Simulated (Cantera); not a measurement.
Charge: 1 mol Al, 16 mol HCl, held at 423.15 K and 24.0 mbar.

Method: chemical equilibrium by Gibbs-energy minimisation in Cantera with the NASA 1993 tables (ideal gas, pure condensed phases). Candidate condensed phases: Al, AlCl3; 12 gas species. Rates play no part.

Base state: HCl 0.867, H2 0.1000, Al2Cl6 0.0332, AlCl3 0.000181 (mole fractions); condensed: gas only.

Q: What changes in the equilibrium state with this change: pressure from 24.0 mbar to 6.50 Pa?

A: 
| species | before | after |
|---|---|---|
| HCl | 0.867 | 0.865 |
| H2 | 0.1000 | 0.0998 |
| Al2Cl6 | 0.0332 | 0.0316 |
| AlCl3 | 0.000181 | 0.00339 |

Q: What changes in the equilibrium state with this change: temperature from 423.15 K to 1223.15 K?

A: 
| species | before | after |
|---|---|---|
| HCl | 0.867 | 0.839 |
| H2 | 0.1000 | 0.0968 |
| AlCl3 | 0.000181 | 0.0645 |
| Al2Cl6 | 0.0332 | 8.26e-7 |

Q: What changes in the equilibrium state with this change: temperature from 423.15 K to 498 K?

A: 
```tsv
species	before	after
HCl	0.867	0.866
H2	0.1000	0.0999
Al2Cl6	0.0332	0.0320
AlCl3	0.000181	0.00251
```
